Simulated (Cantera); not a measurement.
# Thermodynamics of carbon deposition, reforming and gasification, feed acetone + H₂ + N₂ + CO₂

Charge: 1 mol acetone, 1.8 mol H₂, 0.35 mol N₂, 0.12 mol CO₂, at 10.0 mbar.

Cantera equilibrium calculation (NASA polynomials, part measured and part estimated; ideal gas, pure solids and liquids). Candidate condensed phases: C, C₆H₆, C₇H₈, C₈H₁₈, H₂O; 136 gas species. The feed counts by its element totals alone. Rates play no part.

```
T (°C)   x H₂     x H   x CO    x N₂    x HCN  x C₂H₂ (acetylene)      x C₃  n C(graphite)
------  -----  ------  -----  ------  -------  ------------------  --------  -------------
1700    0.739  0.0116  0.193  0.0531  0.00262            0.000473   1.41e-9           1.86
1775    0.732  0.0192  0.192  0.0524  0.00347            0.000767   8.79e-9           1.85
1850    0.721  0.0305  0.191  0.0515  0.00448             0.00119   4.79e-8           1.83
1925    0.705  0.0468  0.190  0.0504  0.00565             0.00179   2.32e-7           1.82
2000    0.684  0.0695  0.187  0.0491  0.00694             0.00258   1.01e-6           1.80
2075    0.655  0.1000  0.184  0.0474  0.00833             0.00358   3.99e-6           1.77
2150    0.619   0.139  0.180  0.0455  0.00974             0.00479   1.44e-5           1.74
2225    0.573   0.189  0.176  0.0433   0.0111             0.00615   4.82e-5           1.70
2300    0.519   0.248  0.170  0.0408   0.0123             0.00757  0.000150           1.66
2375    0.458   0.315  0.163  0.0382   0.0133             0.00892  0.000435           1.60
2450    0.391   0.387  0.156  0.0355   0.0139              0.0100   0.00119           1.53
2525    0.323   0.461  0.148  0.0327   0.0141              0.0107   0.00308           1.42
2600    0.256   0.531  0.140  0.0300   0.0139              0.0108   0.00757           1.22
```
x: gas mole fraction; n: condensed amount in mol.

From 1700 °C to 2600 °C the condensed part is C(graphite). The main C-bearing gas is CO throughout. The share of C in condensed phases is highest at 1700 °C (59.5 %) and lowest at 2600 °C (39.2 %).
